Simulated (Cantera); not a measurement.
Charge: 1 mol SiHCl₃, a varied amount of NH₃, equilibrated at 0.00990 bar.

Points: T (K) = 1348, 1423, 1498, 1573, 1648, 1723, 1798, 1873, 1948, 2023; n(NH3) (mol) = 1.9, 6.3, 11, 15, 20, 24, 28, 33.

Cantera's Mixture.equilibrate('TP', solver="vcs", rtol=1e-11, max_steps=5000) on the NASA tables stopped like this:

```
ERROR: FAILURE its = 5000!

*******************************************************************************
CanteraError thrown by MultiPhase::equilibrate:
VCS solver failed. Return code: -1
*******************************************************************************
```

Q: What got this run through?

A: This is not unique; one that fits is The failure is numerical, not chemical. The same input converged with solver="gibbs", rtol=1e-10, max_steps=50000, and the result passed a check of the equilibrium conditions:
```
   1348        1.9  Si3N4(a)
   1348        6.3  Si3N4(a)
   1348         11  Si3N4(a)
   1348         15  Si3N4(a)
   1348         20  Si3N4(a)
   1348         24  Si3N4(a)
   1348         28  Si3N4(a)
   1348         33  Si3N4(a)
   1423        1.9  Si3N4(a)
   1423        6.3  Si3N4(a)
   1423         11  Si3N4(a)
   1423         15  Si3N4(a)
   1423         20  Si3N4(a)
   1423         24  Si3N4(a)
   1423         28  Si3N4(a)
   1423         33  Si3N4(a)
   1498        1.9  Si3N4(a)
   1498        6.3  Si3N4(a)
   1498         11  Si3N4(a)
   1498         15  Si3N4(a)
   1498         20  Si3N4(a)
   1498         24  Si3N4(a)
   1498         28  Si3N4(a)
   1498         33  Si3N4(a)
   1573        1.9  Si3N4(a)
   1573        6.3  Si3N4(a)
   1573         11  Si3N4(a)
   1573         15  Si3N4(a)
   1573         20  Si3N4(a)
   1573         24  Si3N4(a)
   1573         28  Si3N4(a)
   1573         33  Si3N4(a)
   1648        1.9  Si3N4(a)
   1648        6.3  Si3N4(a)
   1648         11  Si3N4(a)
   1648         15  Si3N4(a)
   1648         20  Si3N4(a)
   1648         24  Si3N4(a)
   1648         28  Si3N4(a)
   1648         33  Si3N4(a)
   1723        1.9  gas only
   1723        6.3  Si(L)
   1723         11  Si(L)
   1723         15  Si(L)
   1723         20  Si(L)
   1723         24  Si(L) + Si3N4(a)
   1723         28  Si(L) + Si3N4(a)
   1723         33  Si(L) + Si3N4(a)
   1798        1.9  gas only
   1798        6.3  Si(L)
   1798         11  Si(L)
   1798         15  Si(L)
   1798         20  Si(L)
   1798         24  Si(L)
   1798         28  Si(L)
   1798         33  Si(L)
   1873        1.9  gas only
   1873        6.3  Si(L)
   1873         11  Si(L)
   1873         15  Si(L)
   1873         20  Si(L)
   1873         24  Si(L)
   1873         28  Si(L)
   1873         33  Si(L)
   1948        1.9  Si(L)
   1948        6.3  Si(L)
   1948         11  Si(L)
   1948         15  Si(L)
   1948         20  Si(L)
   1948         24  Si(L)
   1948         28  Si(L)
   1948         33  Si(L)
   2023        1.9  gas only
   2023        6.3  Si(L)
   2023         11  Si(L)
   2023         15  Si(L)
   2023         20  Si(L)
   2023         24  Si(L)
   2023         28  Si(L)
   2023         33  Si(L)
```

The gas is ideal and each condensed phase is pure. Mutual solubility and eutectic melting of coexisting phases are not modelled. The tables' values for SiCl3 are old estimates.
